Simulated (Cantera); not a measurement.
A perfectly stirred reactor is fed with C₂H₆ : N₂ = 1 : 150 (molar parts), at 1330 Pa; it is held at 1625 K, and followed from long to short residence time.

Model: GRI-Mech 3.0 (53 species, 325 reactions), integrated in Cantera. GRI-Mech 3.0 stops at C3 and has no aromatics, soot or wall deposition, so with more carbon than oxygen in the feed, carbon stays in small species such as C2H2 where larger ones or solid carbon would form. Radical loss at walls, strong at low pressure, is not modelled.

```csv
quantity,before,after
x(C₂H₆) at τ = 7.30 s,1.79e-6,1.18e-6
x(CH₄) at τ = 7.30 s,0.000239,0.000238
x(CH₃) at τ = 7.30 s,6.62e-5,4.99e-5
x(C₂H) at τ = 7.30 s,3.26e-7,2.49e-7
x(HCN) at τ = 7.30 s,0.000243,0.000222
x(C₂H₆) at τ = 37.0 ms,0.000248,0.000156
x(CH₄) at τ = 37.0 ms,0.00104,0.00101
x(CH₃) at τ = 37.0 ms,0.000850,0.000589
x(C₂H) at τ = 37.0 ms,5.62e-7,4.86e-7
x(HCN) at τ = 37.0 ms,2.41e-5,2.82e-5
```

### Question
Which change was made?
A. pressure from 1330 Pa to 52000 Pa
B. pressure from 1330 Pa to 100000 Pa
C. pressure from 1330 Pa to 2670 Pa
D. C2H6 1 to 3.4 parts

### Answer
C, pressure from 1330 Pa to 2670 Pa
